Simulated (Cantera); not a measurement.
Ignition delay

Mixture: CH4 : O2 : N2 = 1 : 3.08 : 11.6 (molar parts), at 4.74 atm, adiabatic and at constant volume. Ignition delay is the time to a rise of 400 K.

Cantera simulation using GRI-Mech 3.0 (53 species, 325 reactions); the numbers are that mechanism's predictions, not measurements.

```json
[
 {"T0 (K)": "1050", "delay (ms)": "68.4"},
 {"T0 (K)": "1150", "delay (ms)": "15.8"},
 {"T0 (K)": "1250", "delay (ms)": "4.30"},
 {"T0 (K)": "1350", "delay (ms)": "1.32"},
 {"T0 (K)": "1450", "delay (ms)": "0.454"},
 {"T0 (K)": "1550", "delay (ms)": "0.175"},
 {"T0 (K)": "1650", "delay (ms)": "0.0752"},
 {"T0 (K)": "1750", "delay (ms)": "0.0361"},
 {"T0 (K)": "1850", "delay (ms)": "0.0191"},
 {"T0 (K)": "1950", "delay (ms)": "0.0109"}
]
```

```yaml
apparent activation energy between 1750 and 1950 K: 170 kJ/mol
```
